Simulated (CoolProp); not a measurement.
Ethylene along the isotherm 320.9 K: fugacity coefficient from the reference equation and from simpler models built on Tc = 282.4 K, pc = 5042 kPa, ω = 0.087; each cubic takes its own stable root.

Values from CoolProp's reference Helmholtz-energy equation of state, Smukala 2000.

```tsv
p (kPa)	phase	reference
159	gas	0.9929
363	gas	0.9838
826	gas	0.9633
1880	gas	0.9173
4280	gas	0.8159
9730	supercritical	0.6051
22200	supercritical	0.4021
50400	supercritical	0.3608
```

Question: How far does each simpler model (Redlich-Kwong, Peng-Robinson) lie from the reference over these 8 states: mean and median of the absolute difference, and the worst?

Answer: 
- Redlich-Kwong: mean 1.1 %, median 0.4 %, worst +4.4 % at 320.9 K and 50400 kPa
- Peng-Robinson: mean 2.5 %, median 2.0 %, worst -7.6 % at 320.9 K and 50400 kPa
